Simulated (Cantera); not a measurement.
A freely propagating, adiabatic, planar premixed flame of 21.8 % CO, 5.90 % H2, 15.1 % O2, 57.2 % N2, equivalence ratio 0.92, unburnt at 523 K and 13300 Pa; multicomponent+Soret transport, grid criteria slope 0.08 and curve 0.16, no radiation.

Detailed kinetics in Cantera: GRI-Mech 3.0 (53 species, 325 reactions). Burning velocities carry a grid error of a few per cent, more on coarse grids.

Task: Predict: laminar burning velocity; thermal thickness; peak x(OH); peak x(H2O2).

Result: laminar burning velocity: 183 cm/s
thermal thickness: 9.23 mm
peak x(OH): 0.00844
peak x(H2O2): 4.72e-6
